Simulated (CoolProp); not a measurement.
The numbers come from the reference Helmholtz-energy equation of state, Platzer 1990 in CoolProp. This equation is an older, rougher fit; its heat capacities, sound speeds and derivatives of the liquid may be far off and weren't checked against measurements.

Task: Give the vapour pressure (bar), surface tension (mN/m), vapour viscosity (µPa s) of saturated CF4 (R14) at 180.2, 191.7, 199.4 K.

Result: 
```json
[
 {"T (K)": "180.2", "p (bar)": "7.09", "surface tension (mN/m)": "6.03", "vapour viscosity (µPa s)": "11.5"},
 {"T (K)": "191.7", "p (bar)": "11.4", "surface tension (mN/m)": "4.27", "vapour viscosity (µPa s)": "12.7"},
 {"T (K)": "199.4", "p (bar)": "15.2", "surface tension (mN/m)": "3.16", "vapour viscosity (µPa s)": "13.7"}
]
```

Viscosity comes from a separate model (Huber 2003), an estimate that may be off by 10 % or more. Surface tension comes from a separate correlation (Mulero 2012).
